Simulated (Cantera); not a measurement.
Standard-state values (1 bar) from the NASA 1993 polynomials, evaluated with Cantera. Values are per mole of reaction as written; species without (g) are pure solids or liquids, kept so even where they would boil at 1 bar.

Question: Between 700 and 1000 K, where is each reaction favourable under standard conditions?
- 3 Cl2(g) + 6 Fe(OH)2 = 4 Fe(OH)3 + 2 FeCl3
- 2 Fe2O3 + 8 FeCl3(g) = 3 O2(g) + 12 FeCl2(g)

Answer: 
- 3 Cl2(g) + 6 Fe(OH)2 = 4 Fe(OH)3 + 2 FeCl3: ΔG° is -352 kJ at 700 K and -250 kJ at 1000 K; it stays negative (K > 1). ΔH° is -578 kJ and ΔS° -328 J/K at 1000 K.
- 2 Fe2O3 + 8 FeCl3(g) = 3 O2(g) + 12 FeCl2(g): ΔG° is 1104 kJ at 700 K and 750 kJ at 1000 K; it stays positive (K < 1). ΔH° is 1907 kJ and ΔS° 1156 J/K at 1000 K.
